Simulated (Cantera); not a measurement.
Input: 1 mol SiHCl3, 0.01 mol Cl2, 18 mol N2, equilibrated at 7900 Pa.

Cantera equilibrium calculation (NASA polynomials, part measured and part estimated; ideal gas, pure solids and liquids). Candidate condensed phases: NH4Cl, Si, Si3N4; 28 gas species. N2 is the only nitrogen source here; it is nearly inert below about 1500 K, so the nitride shown seldom forms there in practice. Kinetics and transport are ignored.

Problem. Which condensed phases are stable at each of these points (T (K)): 1348, 1373, 1398, 1423, 1448, 1473, 1498, 1523, 1548, 1573, 1598, 1623, 1648, 1673?

Solution. 
```csv
T (K),condensed phases,Si condensed (%)
1348,Si3N4(s),43.6
1373,Si3N4(s),42.5
1398,Si3N4(s),40.8
1423,Si3N4(s),38.7
1448,Si3N4(s),35.9
1473,Si3N4(s),32.4
1498,Si3N4(s),28.2
1523,Si3N4(s),23.5
1548,Si3N4(s),18.3
1573,Si3N4(s),13.0
1598,Si3N4(s),7.8
1623,Si3N4(s),3.0
1648,gas only,0.0
1673,gas only,0.0
```

From 1348 K to 1623 K the condensed part is Si3N4(s). From 1648 K to 1673 K nothing is condensed.
